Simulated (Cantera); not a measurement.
A closed system holds: 1 mol CH3SiH3, 37 mol H2, 0.14 mol CH4, equilibrated at 89000 Pa.

Equilibrium computed with Cantera from the NASA thermochemical tables; the gas is ideal and each condensed phase is pure. Candidate condensed phases: C, C6H6, C7H8, C8H18, Si, SiC; 87 gas species. The feed counts by its element totals alone. Kinetics and transport are ignored.

log p: log10 of the partial pressure in bar; n: condensed amount in mol.

| T (°C) | log p H2 | log p CH4 | log p H | log p C2H2 (acetylene) | log p C2H4 | log p CH3 | log p C2H6 | n SiC(s) | n C(graphite) |
|---|---|---|---|---|---|---|---|---|---|
| 850 | -0.05 | -2.51 | -7.40 | -9.45 | -7.86 | -8.59 | -8.30 | 1.00 | 0 |
| 900 | -0.05 | -2.51 | -6.95 | -8.65 | -7.43 | -8.13 | -8.15 | 1.00 | 0 |
| 950 | -0.05 | -2.51 | -6.55 | -7.91 | -7.03 | -7.72 | -8.02 | 1.00 | 0 |
| 1000 | -0.05 | -2.51 | -6.17 | -7.24 | -6.67 | -7.34 | -7.89 | 1.00 | 0 |
| 1050 | -0.05 | -2.51 | [?] | [?] | [?] | [?] | [?] | 1.00 | 0 |
| 1100 | -0.05 | -2.51 | [?] | [?] | [?] | [?] | [?] | 1.00 | 0 |
| 1150 | -0.05 | -2.52 | -5.20 | -5.52 | -5.76 | -6.37 | -7.60 | 1.00 | 0.00439 |

Question: Fill in the missing entries.

Answer: 
- 1100, log p H: -5.50
- 1100, log p C2H2 (acetylene): -6.03
- 1100, log p C2H4: -6.02
- 1100, log p CH3: -6.66
- 1100, log p C2H6: -7.67
- 1050, log p H: -5.83
- 1050, log p C2H2 (acetylene): -6.61
- 1050, log p C2H4: -6.33
- 1050, log p CH3: -6.99
- 1050, log p C2H6: -7.78
